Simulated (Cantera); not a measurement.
## Low-pressure radical oxidation in H2/O2

An isothermal, constant-pressure homogeneous reactor starts with H2 : O2 = 0.0053 : 1 (molar parts), equivalence ratio 0.0027, at 925 K and 1900 Pa.

Cantera simulation using the H2/O2 subset of GRI-Mech 3.0, which has no nitrogen chemistry; the numbers are that mechanism's predictions, not measurements. Radical loss at walls, strong at low pressure, is not modelled. Below about 950 K walls govern HO2 and H2O2 in real vessels.

```json
[
 {"t (s)": "9.00e-6", "x H2": "0.00527", "x O2": "0.995", "x OH": "<1e-12", "x H": "<1e-12", "x H2O": "<1e-12"},
 {"t (s)": "2.23e-5", "x H2": "0.00527", "x O2": "0.995", "x OH": "<1e-12", "x H": "<1e-12", "x H2O": "<1e-12"},
 {"t (s)": "5.54e-5", "x H2": "0.00527", "x O2": "0.995", "x OH": "<1e-12", "x H": "<1e-12", "x H2O": "<1e-12"},
 {"t (s)": "0.000137", "x H2": "0.00527", "x O2": "0.995", "x OH": "<1e-12", "x H": "<1e-12", "x H2O": "<1e-12"},
 {"t (s)": "0.000341", "x H2": "0.00527", "x O2": "0.995", "x OH": "1.44e-12", "x H": "1.24e-12", "x H2O": "<1e-12"},
 {"t (s)": "0.000845", "x H2": "0.00527", "x O2": "0.995", "x OH": "5.00e-12", "x H": "2.10e-12", "x H2O": "2.34e-12"},
 {"t (s)": "0.00210", "x H2": "0.00527", "x O2": "0.995", "x OH": "1.79e-11", "x H": "5.09e-12", "x H2O": "2.01e-11"},
 {"t (s)": "0.00520", "x H2": "0.00527", "x O2": "0.995", "x OH": "1.23e-10", "x H": "2.97e-11", "x H2O": "2.50e-10"},
 {"t (s)": "0.0129", "x H2": "0.00527", "x O2": "0.995", "x OH": "7.70e-9", "x H": "1.82e-9", "x H2O": "1.89e-8"},
 {"t (s)": "0.0320", "x H2": "0.00479", "x O2": "0.994", "x OH": "0.000135", "x H": "4.68e-5", "x H2O": "0.000393"},
 {"t (s)": "0.0793", "x H2": "8.20e-5", "x O2": "0.994", "x OH": "0.000101", "x H": "3.90e-5", "x H2O": "0.00513"},
 {"t (s)": "0.197", "x H2": "7.17e-6", "x O2": "0.994", "x OH": "3.23e-5", "x H": "3.26e-6", "x H2O": "0.00526"},
 {"t (s)": "0.488", "x H2": "1.10e-6", "x O2": "0.995", "x OH": "1.46e-5", "x H": "3.35e-7", "x H2O": "0.00528"},
 {"t (s)": "1.21", "x H2": "1.96e-7", "x O2": "0.995", "x OH": "6.58e-6", "x H": "3.00e-8", "x H2O": "0.00528"},
 {"t (s)": "3.00", "x H2": "3.42e-8", "x O2": "0.995", "x OH": "2.99e-6", "x H": "2.69e-9", "x H2O": "0.00528"}
]
```
x: mole fraction; the columns are a selection and need not sum to one.

Equilibrium at this temperature and pressure: H2 <1e-12, O2 0.995, OH 2.16e-8, H <1e-12, H2O 0.00529 (gas phase only).
